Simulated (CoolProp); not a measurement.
Properties of the fluoroketone C6F12O (FK-5-1-12) along the isobar 2.52 MPa (Tc = 441.8 K, pc = 1.869 MPa, ω = 0.471).

Model: reference Helmholtz-energy equation of state, McLinden 2015, in CoolProp.

```
T (K)   phase  cv (kJ/(kg K))  speed of sound (m/s)
-----  ------  --------------  --------------------
346.2  liquid               …                 384.8
351.4  liquid          0.9248                 370.3
356.7  liquid          0.9298                 355.6
361.9  liquid               …                 341.3
367.2  liquid          0.9401                 326.7
372.5  liquid          0.9455                 312.3
377.7  liquid          0.9510                     …
383    liquid          0.9568                     …
388.2  liquid          0.9625                 269.6
393.5  liquid          0.9686                 255.1
398.7  liquid          0.9746                 240.9
404    liquid          0.9810                 226.3
409.3  liquid          0.9875                     …
414.5  liquid          0.9942                     …
```

**Question.** Some entries are withheld; supply them.

**Answer.** 
- 346.2, cv (kJ/(kg K)): 0.9201
- 361.9, cv (kJ/(kg K)): 0.9348
- 377.7, speed of sound (m/s): 298.1
- 383, speed of sound (m/s): 283.7
- 409.3, speed of sound (m/s): 211.5
- 414.5, speed of sound (m/s): 196.7
